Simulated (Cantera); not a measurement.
Input: 1 mol trisilylamine, 0.27 mol NH₃, at 0.000900 bar.

Cantera equilibrium calculation (NASA polynomials, part measured and part estimated; ideal gas, pure solids and liquids). Candidate condensed phases: Si, Si₃N₄; 18 gas species. The feed counts by its element totals alone. Mutual solubility and eutectic melting of coexisting phases are not modelled. Gases not in the tables: Si₂H₆ and higher silanes. Rates play no part.

Problem. Which condensed phases are stable at each of these points (T (K)): 825, 925, 1025, 1125, 1225, 1325, 1425, 1525, 1625, 1725, 1825, 1925?

Solution. 
```tsv
T (K)	condensed phases	Si condensed (%)
825	Si(s) + Si₃N₄(s)	100.0
925	Si(s) + Si₃N₄(s)	100.0
1025	Si(s) + Si₃N₄(s)	100.0
1125	Si(s) + Si₃N₄(s)	100.0
1225	Si(s) + Si₃N₄(s)	100.0
1325	Si(s) + Si₃N₄(s)	100.0
1425	Si(s) + Si₃N₄(s)	100.0
1525	Si(s) + Si₃N₄(s)	100.0
1625	Si(s)	100.0
1725	Si(l)	99.8
1825	Si(l)	99.0
1925	Si(l)	96.1
```

From 825 K to 1525 K the condensed part is Si(s) + Si₃N₄(s). At 1625 K the condensed part is Si(s). From 1725 K to 1925 K the condensed part is Si(l).
